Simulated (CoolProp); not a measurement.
C2F6 (R116) at 293.15 K and 4.38 MPa flows at 7.9 m/s in a round tube of 6 mm bore and 0.25 µm roughness, fully developed (64/Re and Nu = 3.66 if laminar; Colebrook and Gnielinski if turbulent). Each further row changes one setting.

Values from CoolProp's reference Helmholtz-energy equation of state, Lemmon 2006. It is a short technical equation, of lower accuracy than the large ones.

| case | Reynolds number | Darcy friction factor | pressure drop (Pa/m) | heat-transfer coefficient (W/(m² K)) | mass flow (kg/h) |
|---|---|---|---|---|---|
| as stated | ___ | 0.0134 | ___ | 13000 | 816 |
| velocity 15.8 m/s | 1180000 | ___ | 259000 | ___ | ___ |
| diameter 12 mm | 1180000 | ___ | ___ | 11800 | 3270 |

Complete the blanks.


- as stated, Reynolds number: 588000
- as stated, pressure drop (Pa/m): 70800
- velocity 15.8 m/s, Darcy friction factor: 0.0123
- velocity 15.8 m/s, heat-transfer coefficient (W/(m² K)): 24200
- velocity 15.8 m/s, mass flow (kg/h): 1630
- diameter 12 mm, Darcy friction factor: 0.0118
- diameter 12 mm, pressure drop (Pa/m): 31200

Viscosity comes from a separate model (Huber 2003), an estimate that may be off by 10 % or more. Thermal conductivity comes from a separate model (Huber 2003), an estimate that may be off by 10 % or more.
